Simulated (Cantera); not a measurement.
Charge: 1 mol SiH₂Cl₂, 0.64 mol C₃H₈, 3.3 mol H₂, equilibrated at 2498.15 K and 0.00133 bar.

Equilibrium computed with Cantera from the NASA thermochemical tables; the gas is ideal and each condensed phase is pure. Candidate condensed phases: C, C₆H₆, C₇H₈, C₈H₁₈, Si, SiC; 109 gas species. The tables' values for SiCl are old estimates; treat these amounts as uncertain. The numbers say what is thermodynamically allowed, not how fast it happens.

Base state: H 0.399, H₂ 0.341, HCl 0.0928, Cl 0.0766, Si 0.0652, SiC₂ 0.0168, C₂H₂ (acetylene) 0.00367, SiCl 0.00163 (mole fractions); condensed: C(graphite).

**Question.** What changes in the equilibrium state with this change: temperature from 2498.15 K to 1675 K?

**Answer.** 
```
species             before     after
----------------  --------  --------
H₂                   0.341     0.747
HCl                 0.0928     0.245
SiCl₂             0.000690   0.00391
H                    0.399   0.00275
SiC₂                0.0168   2.90e-8
Si                  0.0652   4.38e-6
Cl                  0.0766  0.000705
C₃                0.000362     <1e-9
C₂H               0.000306     <1e-9
C                 0.000122     <1e-9
C(graphite), mol      1.41     0.950
SiC(s), mol              0     0.969
```
The tables' values for SiCl₃ are old estimates; treat these amounts as uncertain.
